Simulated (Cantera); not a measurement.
Input: 1 mol K₂SO₄, 1.2 mol H₂O, at 1127 °C.

Method: chemical equilibrium by Gibbs-energy minimisation in Cantera with the NASA 1993 tables (ideal gas, pure condensed phases). Candidate condensed phases: H₂O, H₂SO₄, K, KOH, KO₂, K₂O, K₂O₂, K₂S, K₂SO₄, S; 26 gas species. Kinetics and transport are ignored.

Task: Which condensed phases are stable at each of these points (P (Pa)): 10, 42, 180, 750, 3200, 13000, 56000, 240000, 1000000?

Result: 
```json
[
 {"P (Pa)": "10", "condensed phases": "gas only", "K condensed (%)": "0.0"},
 {"P (Pa)": "42", "condensed phases": "K₂SO₄(l)", "K condensed (%)": "74.5"},
 {"P (Pa)": "180", "condensed phases": "K₂SO₄(l)", "K condensed (%)": "93.9"},
 {"P (Pa)": "750", "condensed phases": "K₂SO₄(l)", "K condensed (%)": "98.2"},
 {"P (Pa)": "3200", "condensed phases": "K₂SO₄(l)", "K condensed (%)": "99.4"},
 {"P (Pa)": "13000", "condensed phases": "K₂SO₄(l)", "K condensed (%)": "99.8"},
 {"P (Pa)": "56000", "condensed phases": "K₂SO₄(l)", "K condensed (%)": "99.9"},
 {"P (Pa)": "240000", "condensed phases": "K₂SO₄(l)", "K condensed (%)": "100.0"},
 {"P (Pa)": "1000000", "condensed phases": "K₂SO₄(l)", "K condensed (%)": "100.0"}
]
```

At 10.0 Pa nothing is condensed. From 42.0 Pa to 10.0 bar the condensed part is K₂SO₄(l).
